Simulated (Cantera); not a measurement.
A perfectly stirred reactor is fed with 37.1 % H2, 13.2 % O2, 49.7 % N2, at 13.0 bar; it is adiabatic with a 325 K inlet, and is followed from long to short residence time, starting on the burning branch (τ in s: 0.31, 0.093, 0.028, 0.0084, 0.0025, 0.00076, 0.00023, 6.8e-05, 2.1e-05).

Model: GRI-Mech 3.0 (53 species, 325 reactions), integrated in Cantera. The hydrogen kinetics of GRI-Mech 3.0 are dated; newer H2 mechanisms differ, most at raised pressure. The pressure lies above the range GRI-Mech 3.0 was tuned for (to about 10 atm).

x: mole fraction; the columns are a selection and need not sum to one.

| τ (s) | T (K) | x H2 | x O2 | x NO2 | x HO2 | x H | x NO |
|---|---|---|---|---|---|---|---|
| 0.31 | 2325 | 0.122 | 4.39e-6 | 7.29e-10 | 7.41e-9 | 0.00109 | 5.09e-5 |
| 0.093 | 2325 | 0.122 | (withheld) | 7.21e-10 | (withheld) | 0.00111 | 4.95e-5 |
| 0.028 | 2324 | 0.122 | (withheld) | 6.99e-10 | (withheld) | 0.00119 | 4.56e-5 |
| 0.0084 | 2322 | 0.122 | 4.91e-5 | 6.70e-10 | 4.39e-8 | 0.00141 | 3.84e-5 |
| 0.0025 | 2317 | 0.122 | 0.000118 | 7.01e-10 | 1.37e-7 | 0.00198 | 3.12e-5 |
| 0.00076 | 2305 | 0.122 | 0.000255 | 9.01e-10 | 4.68e-7 | 0.00314 | 2.80e-5 |
| 0.00023 | 2284 | 0.121 | 0.000540 | 1.38e-9 | 1.59e-6 | 0.00523 | 2.79e-5 |
| 6.8e-5 | 2247 | 0.121 | 0.00116 | 2.31e-9 | 4.95e-6 | 0.00884 | 2.95e-5 |
| 2.1e-5 | 2184 | 0.121 | 0.00246 | 3.84e-9 | 1.32e-5 | 0.0144 | 3.12e-5 |

Some entries are withheld; supply them.


- 0.093, x O2: 8.00e-6
- 0.093, x HO2: 9.74e-9
- 0.028, x O2: 1.91e-5
- 0.028, x HO2: 1.75e-8
